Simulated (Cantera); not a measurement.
# Adiabatic ignition

An adiabatic, constant-pressure homogeneous reactor starts with 3.40 % CH4, 2.86 % H2, 17.9 % O2, 67.3 % N2, 8.50 % H2O, at 1650 K and 1.58 atm.

Model: GRI-Mech 3.0 (53 species, 325 reactions), integrated in Cantera.

```json
[
 {"t (s)": "3.00e-6", "T (K)": "1650", "x CH4": "0.0340", "x H2": "0.0286", "x O2": "0.179", "x CH2": "2.65e-11", "x HCO": "4.63e-12", "x HO2": "1.54e-6", "x N2O": "1.04e-11"},
 {"t (s)": "1.15e-5", "T (K)": "1650", "x CH4": "0.0339", "x H2": "0.0285", "x O2": "0.179", "x CH2": "3.24e-9", "x HCO": "8.05e-10", "x HO2": "6.36e-6", "x N2O": "1.50e-10"},
 {"t (s)": "4.42e-5", "T (K)": "2059", "x CH4": "0.000107", "x H2": "0.0117", "x O2": "0.108", "x CH2": "3.31e-6", "x HCO": "7.58e-6", "x HO2": "3.14e-5", "x N2O": "1.49e-7"},
 {"t (s)": "0.000170", "T (K)": "2410", "x CH4": "<1e-12", "x H2": "0.00255", "x O2": "0.0953", "x CH2": "<1e-12", "x HCO": "6.58e-10", "x HO2": "9.39e-6", "x N2O": "7.23e-7"},
 {"t (s)": "0.000651", "T (K)": "2433", "x CH4": "<1e-12", "x H2": "0.00192", "x O2": "0.0953", "x CH2": "<1e-12", "x HCO": "3.45e-10", "x HO2": "9.83e-6", "x N2O": "7.30e-7"},
 {"t (s)": "0.00250", "T (K)": "2431", "x CH4": "<1e-12", "x H2": "0.00191", "x O2": "0.0948", "x CH2": "<1e-12", "x HCO": "3.41e-10", "x HO2": "9.75e-6", "x N2O": "7.28e-7"},
 {"t (s)": "0.00960", "T (K)": "2426", "x CH4": "<1e-12", "x H2": "0.00188", "x O2": "0.0933", "x CH2": "<1e-12", "x HCO": "3.26e-10", "x HO2": "9.50e-6", "x N2O": "7.32e-7"},
 {"t (s)": "0.0368", "T (K)": "2417", "x CH4": "<1e-12", "x H2": "0.00182", "x O2": "0.0905", "x CH2": "<1e-12", "x HCO": "3.02e-10", "x HO2": "9.07e-6", "x N2O": "7.61e-7"},
 {"t (s)": "0.141", "T (K)": "2414", "x CH4": "<1e-12", "x H2": "0.00181", "x O2": "0.0897", "x CH2": "<1e-12", "x HCO": "2.95e-10", "x HO2": "8.95e-6", "x N2O": "7.74e-7"},
 {"t (s)": "0.543", "T (K)": "2414", "x CH4": "<1e-12", "x H2": "0.00181", "x O2": "0.0897", "x CH2": "<1e-12", "x HCO": "2.95e-10", "x HO2": "8.95e-6", "x N2O": "7.74e-7"},
 {"t (s)": "2.08", "T (K)": "2414", "x CH4": "<1e-12", "x H2": "0.00181", "x O2": "0.0897", "x CH2": "<1e-12", "x HCO": "2.95e-10", "x HO2": "8.95e-6", "x N2O": "7.74e-7"},
 {"t (s)": "8.00", "T (K)": "2414", "x CH4": "<1e-12", "x H2": "0.00181", "x O2": "0.0897", "x CH2": "<1e-12", "x HCO": "2.95e-10", "x HO2": "8.95e-6", "x N2O": "7.74e-7"}
]
```
x: mole fraction; the columns are a selection and need not sum to one.

- time of steepest temperature rise: 42.3 µs
- temperature at 8.00 s: 2414 K
- equilibrium temperature: 2414 K
- x(CH4) at 8.00 s: <1e-12 (gas-phase equilibrium <1e-12)
- x(H2) at 8.00 s: 0.00181 (gas-phase equilibrium 0.00181)
- x(O2) at 8.00 s: 0.0897 (gas-phase equilibrium 0.0897)
